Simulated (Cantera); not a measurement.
Charge: 1 mol trisilylamine, 4.3 mol NH3, equilibrated at 825 °C and 9.75 Torr.

These are equilibrium values from Cantera (NASA tables, ideal gas, pure condensed phases), not measurements of a reactor. Candidate condensed phases: Si, Si3N4; 18 gas species. The feed counts by its element totals alone. Kinetics and transport are ignored.

Base state: H2 0.944, N2 0.0560 (mole fractions); condensed: Si3N4(s).

What changes in the equilibrium state with this change: trisilylamine replaced by SiH4?


| species | before | after |
|---|---|---|
| H2 | 0.944 | 0.851 |
| N2 | 0.0560 | 0.149 |
| Si3N4(s), mol | 1.00 | 0.333 |
